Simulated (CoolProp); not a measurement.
Properties of isohexane along the isobar 109 bar.

Computed with CoolProp (reference Helmholtz-energy equation of state, Lemmon 2006). It is a short technical equation, of lower accuracy than the large ones.

```json
[
 {"T (K)": "339", "phase": "liquid", "Z": "0.5326", "cp (kJ/(kg K))": "2.396", "cv (kJ/(kg K))": "1.905", "isothermal compressibility (1/MPa)": "0.002126", "expansivity (1/kK)": "1.388"},
 {"T (K)": "358.1", "phase": "liquid", "Z": "0.5182", "cp (kJ/(kg K))": "2.485", "cv (kJ/(kg K))": "1.984", "isothermal compressibility (1/MPa)": "0.002526", "expansivity (1/kK)": "1.467"},
 {"T (K)": "377.3", "phase": "liquid", "Z": "0.5063", "cp (kJ/(kg K))": "2.577", "cv (kJ/(kg K))": "2.064", "isothermal compressibility (1/MPa)": "0.003035", "expansivity (1/kK)": "1.562"},
 {"T (K)": "396.5", "phase": "liquid", "Z": "0.4970", "cp (kJ/(kg K))": "2.669", "cv (kJ/(kg K))": "2.143", "isothermal compressibility (1/MPa)": "0.003688", "expansivity (1/kK)": "1.675"},
 {"T (K)": "415.7", "phase": "liquid", "Z": "0.4901", "cp (kJ/(kg K))": "2.763", "cv (kJ/(kg K))": "2.222", "isothermal compressibility (1/MPa)": "0.004543", "expansivity (1/kK)": "1.811"},
 {"T (K)": "434.9", "phase": "liquid", "Z": "0.4858", "cp (kJ/(kg K))": "2.858", "cv (kJ/(kg K))": "2.300", "isothermal compressibility (1/MPa)": "0.005683", "expansivity (1/kK)": "1.976"},
 {"T (K)": "454.1", "phase": "liquid", "Z": "0.4841", "cp (kJ/(kg K))": "2.955", "cv (kJ/(kg K))": "2.377", "isothermal compressibility (1/MPa)": "0.007229", "expansivity (1/kK)": "2.175"},
 {"T (K)": "473.3", "phase": "liquid", "Z": "0.4854", "cp (kJ/(kg K))": "3.052", "cv (kJ/(kg K))": "2.452", "isothermal compressibility (1/MPa)": "0.009360", "expansivity (1/kK)": "2.415"},
 {"T (K)": "492.4", "phase": "liquid", "Z": "0.4899", "cp (kJ/(kg K))": "3.149", "cv (kJ/(kg K))": "2.527", "isothermal compressibility (1/MPa)": "0.01231", "expansivity (1/kK)": "2.699"},
 {"T (K)": "511.6", "phase": "supercritical", "Z": "0.4981", "cp (kJ/(kg K))": "3.246", "cv (kJ/(kg K))": "2.601", "isothermal compressibility (1/MPa)": "0.01642", "expansivity (1/kK)": "3.030"},
 {"T (K)": "530.8", "phase": "supercritical", "Z": "0.5106", "cp (kJ/(kg K))": "3.338", "cv (kJ/(kg K))": "2.673", "isothermal compressibility (1/MPa)": "0.02205", "expansivity (1/kK)": "3.393"},
 {"T (K)": "550", "phase": "supercritical", "Z": "0.5279", "cp (kJ/(kg K))": "3.423", "cv (kJ/(kg K))": "2.744", "isothermal compressibility (1/MPa)": "0.02947", "expansivity (1/kK)": "3.764"}
]
```
